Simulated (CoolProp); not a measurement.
A single-stage vapour-compression cycle with chloromethane (R40): evaporating at 310.15 K (dew point), condensing at 337.15 K (bubble point), superheat 5 K, subcooling 8 K, compressor efficiency 0.8, no pressure losses. Each further row changes one setting.

The numbers come from the reference Helmholtz-energy equation of state, Thol 2014 in CoolProp.

```tsv
case	cooling COP	pressure ratio	discharge temperature (K)	refrigerating effect (kJ/kg)	volumetric capacity (kJ/m³)
as stated	8.40	1.94	367.6	332	5900
evaporating temperature 315.15 K	10.6	1.70	362.3	334	6740
condensing temperature 332.15 K	10.5	1.73	358.2	341	6050
subcooling 13 K	8.61	1.94	367.6	341	6050
superheat 15 K	8.26	1.94	378.8	343	5810
compressor efficiency 0.7	7.35	1.94	372.5	332	5900
```
